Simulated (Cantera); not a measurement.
A perfectly stirred reactor is fed with NO : N2 = 1 : 0.39 (molar parts), at 30.8 Torr; it is held at 2200 K, and followed from long to short residence time.

Detailed kinetics in Cantera: GRI-Mech 3.0 (53 species, 325 reactions). Radical loss at walls, strong at low pressure, is not modelled.

| quantity | before | after |
|---|---|---|
| x(NO) at τ = 25.0 s | 0.0364 | 0.0200 |
| x(O) at τ = 25.0 s | 0.00778 | 0.00161 |
| x(O2) at τ = 25.0 s | 0.336 | 0.349 |
| x(N2) at τ = 25.0 s | 0.620 | 0.630 |
| x(NO2) at τ = 25.0 s | 1.19e-5 | 3.28e-5 |
| x(NO) at τ = 64.0 ms | 0.678 | 0.425 |
| x(O) at τ = 64.0 ms | 0.00248 | 0.00108 |
| x(O2) at τ = 64.0 ms | 0.0190 | 0.146 |
| x(N2) at τ = 64.0 ms | 0.300 | 0.427 |
| x(NO2) at τ = 64.0 ms | 5.52e-5 | 0.000459 |

Name the change that produced these shifts.
A) NO 1 to 5 parts
B) N2 0.39 to 0.091 parts
C) NO 1 to 4.8 parts
D) pressure from 30.8 Torr to 750 Torr

D, pressure from 30.8 Torr to 750 Torr
